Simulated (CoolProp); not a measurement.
Properties of dry air along the isotherm 139.3 K.

Values from CoolProp's reference Helmholtz-energy equation of state, Lemmon 2000. It is a pseudo-pure fit of the blend.

```json
[
 {"p (bar)": "0.0599", "phase": "gas", "Z": "0.9995", "cp (kJ/(kg K))": "1.003", "cv (kJ/(kg K))": "0.7154", "speed of sound (m/s)": "236.7", "Joule-Thomson coefficient (K/MPa)": "9.222", "Prandtl number": "0.741"},
 {"p (bar)": "0.136", "phase": "gas", "Z": "0.9990", "cp (kJ/(kg K))": "1.004", "cv (kJ/(kg K))": "0.7156", "speed of sound (m/s)": "236.6", "Joule-Thomson coefficient (K/MPa)": "9.222", "Prandtl number": "0.742"},
 {"p (bar)": "0.31", "phase": "gas", "Z": "0.9976", "cp (kJ/(kg K))": "1.006", "cv (kJ/(kg K))": "0.7161", "speed of sound (m/s)": "236.4", "Joule-Thomson coefficient (K/MPa)": "9.223", "Prandtl number": "0.743"},
 {"p (bar)": "0.706", "phase": "gas", "Z": "0.9946", "cp (kJ/(kg K))": "1.011", "cv (kJ/(kg K))": "0.7174", "speed of sound (m/s)": "236.1", "Joule-Thomson coefficient (K/MPa)": "9.225", "Prandtl number": "0.745"},
 {"p (bar)": "1.61", "phase": "gas", "Z": "0.9876", "cp (kJ/(kg K))": "1.022", "cv (kJ/(kg K))": "0.7202", "speed of sound (m/s)": "235.3", "Joule-Thomson coefficient (K/MPa)": "9.229", "Prandtl number": "0.751"},
 {"p (bar)": "3.65", "phase": "gas", "Z": "0.9716", "cp (kJ/(kg K))": "1.049", "cv (kJ/(kg K))": "0.7268", "speed of sound (m/s)": "233.4", "Joule-Thomson coefficient (K/MPa)": "9.238", "Prandtl number": "0.764"},
 {"p (bar)": "8.32", "phase": "gas", "Z": "0.9337", "cp (kJ/(kg K))": "1.121", "cv (kJ/(kg K))": "0.7426", "speed of sound (m/s)": "229.0", "Joule-Thomson coefficient (K/MPa)": "9.255", "Prandtl number": "0.799"},
 {"p (bar)": "18.9", "phase": "gas", "Z": "0.8386", "cp (kJ/(kg K))": "1.362", "cv (kJ/(kg K))": "0.7849", "speed of sound (m/s)": "218.4", "Joule-Thomson coefficient (K/MPa)": "9.247", "Prandtl number": "0.912"}
]
```

Viscosity comes from a separate model (Lemmon 2004). Thermal conductivity comes from a separate model (Lemmon 2004).
